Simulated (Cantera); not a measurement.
Catalytic combustion on Pt

An isothermal plug-flow reactor at 950 K and 3.85 atm (inlet), inlet velocity 12 m/s, active area per volume 810 1/m; feed 2.66 % H2, 12.3 % O2, 80.8 % N2, 4.29 % H2O, equivalence ratio 0.11.

Detailed kinetics in Cantera: Deutschmann's 1995 Pt surface mechanism with GRI-Mech 3.0 gas chemistry. Catalytic surfaces can have several steady states; this one follows from the mechanism file's or the stated starting coverage. Mass transfer to the wall is taken as infinitely fast.

| z (m) | x H2 | x O2 | x H2O | θ free Pt | θ O* | θ OH* |
|---|---|---|---|---|---|---|
| 9.6e-05 | 0.0240 | 0.122 | 0.0457 | 0.416 | 0.571 | 0.0129 |
| 0.00019 | 0.0218 | 0.121 | 0.0479 | 0.382 | 0.605 | 0.0127 |
| 0.00036 | 0.0188 | 0.119 | 0.0510 | 0.333 | 0.654 | 0.0124 |
| 0.00069 | 0.0147 | 0.117 | 0.0553 | 0.268 | 0.720 | 0.0118 |
| 0.0013 | 0.0103 | 0.115 | 0.0598 | 0.201 | 0.788 | 0.0108 |
| 0.0026 | 0.00597 | 0.114 | 0.0643 | 0.143 | 0.847 | 0.00965 |
| 0.005 | 0.00281 | 0.112 | 0.0676 | 0.111 | 0.880 | 0.00878 |
| 0.0096 | 0.000858 | 0.111 | 0.0696 | 0.0960 | 0.896 | 0.00829 |
x: gas mole fraction; θ: surface coverage.
